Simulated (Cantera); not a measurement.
Feed: 1 mol toluene, 1.8 mol H2, 11 mol N2, equilibrated at 2850 K and 1000 Pa.

These are equilibrium values from Cantera (NASA tables, ideal gas, pure condensed phases), not measurements of a reactor. Candidate condensed phases: C, C6H6, C7H8, C8H18; 92 gas species. Kinetics and transport are ignored.

Base state: N2 0.518, H 0.314, H2 0.104, HCN 0.0353, CN 0.00946, HNC 0.00589, C3 0.00578, C2H2 (acetylene) 0.00409 (mole fractions); condensed: C(graphite).

### Question
What changes in the equilibrium state with this change: toluene replaced by CH4?

### Answer
| species | before | after |
|---|---|---|
| N2 | 0.518 | 0.619 |
| H | 0.314 | 0.261 |
| H2 | 0.104 | 0.0721 |
| HCN | 0.0353 | 0.0268 |
| C4H2 | 6.70e-5 | 2.22e-5 |
| C5 | 6.55e-5 | 2.61e-5 |
| C4 | 1.24e-5 | 5.96e-6 |
| C2H2 (acetylene) | 0.00409 | 0.00196 |
| C(graphite), mol | 5.32 | 0 |

### Question
What changes in the equilibrium state with this change: temperature from 2850 K to 525 K?

### Answer
```tsv
species	before	after
N2	0.518	0.745
CH4	9.99e-9	0.137
H2	0.104	0.118
H	0.314	<1e-9
HCN	0.0353	<1e-9
CN	0.00946	<1e-9
HNC	0.00589	<1e-9
C3	0.00578	<1e-9
C2H2 (acetylene)	0.00409	<1e-9
C(graphite), mol	5.32	4.97
```

### Question
What changes in the equilibrium state with this change: N2 from 11 to 3.3 mol?

### Answer
```
species             before     after
-----------------  -------  --------
H                    0.314     0.459
N2                   0.518     0.251
H2                   0.104     0.223
HCN                 0.0353    0.0360
C2H2 (vinylidene)  8.95e-6   1.92e-5
C2H2 (acetylene)   0.00409   0.00876
C4H2               6.70e-5  0.000143
C(graphite), mol      5.32      5.90
```
